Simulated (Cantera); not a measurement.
**Ca(OH)2 + C + CO2 (calcination and drying)**

A closed system holds: 1 mol Ca(OH)2, 0.0082 mol C, 0.1 mol CO2, equilibrated at 1 atm.

These are equilibrium values from Cantera (NASA tables, ideal gas, pure condensed phases), not measurements of a reactor. Candidate condensed phases: C, C6H6, C7H8, C8H18, Ca, CaCO3, CaO, Ca(OH)2, H2O; 115 gas species. Kinetics and transport are ignored.

| T (K) | x H2O | x CO2 | x H2 | x CO | n CaO(s) |
|---|---|---|---|---|---|
| 1300 | 0.890 | 0.0953 | 0.0124 | 0.00235 | 1.00 |
| 1400 | 0.890 | 0.0949 | 0.0120 | 0.00278 | 1.00 |
| 1500 | 0.891 | 0.0944 | 0.0116 | 0.00319 | 1.000 |
| 1600 | 0.891 | 0.0941 | 0.0112 | 0.00357 | 1.000 |
| 1700 | 0.891 | 0.0937 | 0.0109 | 0.00392 | 1.000 |
| 1800 | 0.891 | 0.0934 | 0.0107 | 0.00426 | 1.000 |
| 1900 | 0.891 | 0.0929 | 0.0106 | 0.00466 | 1.000 |
| 2000 | 0.889 | 0.0922 | 0.0111 | 0.00530 | 1.000 |
| 2100 | 0.885 | 0.0908 | 0.0128 | 0.00651 | 1.000 |
| 2200 | 0.876 | 0.0884 | 0.0162 | 0.00860 | 1.000 |
x: gas mole fraction; n: condensed amount in mol.

From 1300 K to 2200 K the condensed part is CaO(s). The main Ca-bearing gas is Ca(OH)2 throughout.
